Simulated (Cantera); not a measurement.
## Diamond growth

A diamond (100) surface in a fixed gas of H2 with x(CH4) = 0.0066, x(CH3) = 1.1e-05, at 975 K, 0.0582 atm; coverages are run to steady state.

Model: the Harris–Goodwin 1993 mechanism for the reconstructed diamond (100) surface, integrated in Cantera.

| x(H) | growth (µm/h) | θ c6HH | θ c6H* | θ c6*H | θ c6** | θ c6HM |
|---|---|---|---|---|---|---|
| 0.0001 | 0.131 | 0.622 | 0.0146 | 0.321 | 0.00447 | 0.0284 |
| 0.00022 | 0.194 | 0.616 | 0.0153 | 0.337 | 0.00597 | 0.0192 |
| 0.00049 | 0.245 | 0.616 | 0.0157 | 0.346 | 0.00703 | 0.0109 |
| 0.0011 | 0.276 | 0.618 | 0.0160 | 0.351 | 0.00764 | 0.00547 |
| 0.0024 | 0.292 | 0.619 | 0.0161 | 0.354 | 0.00793 | 0.00265 |
| 0.0054 | 0.301 | 0.619 | 0.0162 | 0.355 | 0.00808 | 0.00121 |
| 0.012 | 0.304 | 0.619 | 0.0163 | 0.355 | 0.00816 | 0.000553 |
| 0.026 | 0.306 | 0.619 | 0.0165 | 0.355 | 0.00821 | 0.000257 |
| 0.058 | 0.308 | 0.619 | 0.0169 | 0.355 | 0.00828 | 0.000116 |
θ: site fractions in the mechanism's names (c6HH fully hydrogenated, c6H* and c6*H radical sites, c6** diradical, c6HM methylated).
